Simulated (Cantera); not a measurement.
Input (Python, Cantera) and output of one run.

```python
import numpy as np
import cantera as ct

gas_names = """
    H HNO HNO2 HNO3 HO2 H2 H2O H2O2 N NH NH2 NH3 NH2OH NO NO2 NO3 N2 N2H2 N2H4 N2O O OH O2 O3 Si SiH
    SiH2 SiH3 SiH4 SiN SiO SiO2 Si2 Si2N Si3
""".split()
cond_names = """
    H2O(s) H2O(L) Si(cr) Si(L) SiO2(Lqz) SiO2(hqz) SiO2(L) Si2N2O(s) Si3N4(a)
""".split()


# ... load() reads the species with a 1 bar reference pressure and builds the phases ...
atoms = {
    'Si': {'Si': 1},
    'H2O': {'H': 2, 'O': 1},
    'N2': {'N': 2},
}
top_T = {'Si2N2O(s)': 2100, 'Si3N4(a)': 2400}  # K; cautious upper limits of use, not melting points


# ... equilibrate(T, P, feed) seeds the gas with the atoms and calls Mixture.equilibrate('TP', solver="vcs", rtol=1e-11, max_steps=5000) ...
results = []
feed = {'Si': 1, 'H2O': 0.024, 'N2': 400}  # mol
T = 1448.15  # K
P = 0.13  # Pa
mix = equilibrate(T, P, feed)
results.append((T, P, feed, dict(zip(mix.species_names, mix.species_moles))))
x = sorted(zip(gas.X, gas.species_names), reverse=True)
print(f"T = {T:g} K  P = {P:g} Pa  gas = {mix.phase_moles(0):.4g} mol")
print("   x: " + "  ".join(f"{s} {v:.3e}" for v, s in x if v > 1e-05))
print("   condensed (mol): " + ("  ".join(f"{mix.phase(i).name} {mix.phase_moles(i):.4g}"
      for i in range(1, mix.n_phases) if mix.phase_moles(i) > 1e-12) or "none"))
```

It prints:

```
T = 1448.15 K  P = 0.13 Pa  gas = 401 mol
   x: N2 9.976e-01  Si 2.258e-03  SiO 5.986e-05  H 4.836e-05  H2 3.565e-05
   condensed (mol): Si(cr) 0.06232
```

These are equilibrium values from Cantera (NASA tables, ideal gas, pure condensed phases), not measurements of a reactor.
